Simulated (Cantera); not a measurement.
An isothermal plug-flow reactor at 775 K and 278 Torr (inlet), inlet velocity 0.55 m/s, active area per volume 230 1/m; feed CO : O₂ : N₂ : H₂O = 0.0048 : 0.061 : 0.79 : 0.099 (molar parts).

Detailed kinetics in Cantera: Deutschmann's 1995 Pt surface mechanism with GRI-Mech 3.0 gas chemistry. Catalytic surfaces can have several steady states; this one follows from the mechanism file's or the stated starting coverage. Mass transfer to the wall is taken as infinitely fast.

One state of this run: x CO = 0.00102; x O₂ = 0.0620; x H₂O = 0.104; x CO₂ = 0.00402; θ free Pt = 0.0540; θ O* = 0.940; θ OH* = 0.00541; θ CO* = 0.000253. x: gas mole fraction; θ: surface coverage.

Task: Which value of z (m) does it belong to?
(A) 0.0043
(B) 0.00031
(C) 0.00016
(D) 0.0022

Result: D, 0.0022
